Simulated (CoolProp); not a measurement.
Properties of n-perfluorobutane at several states (Tc = 113.2 °C, pc = 2322 kPa, ω = 0.372).

Values from CoolProp's reference Helmholtz-energy equation of state, Gao 2022.

```
T (°C)   p (kPa)   phase         Z  cv (kJ/(kg K))  expansivity (1/kK)  fugacity coefficient
-------  -------  ------  --------  --------------  ------------------  --------------------
68.15       2170  liquid    0.1376          0.9219               3.965                0.3573
23.45       11.9     gas    0.9960          0.8248               3.416                0.9960
109.65      2300  liquid    0.1823          0.9715               29.32                0.6481
-104.35       15  liquid  0.001303          0.7271               1.895              0.003713
```
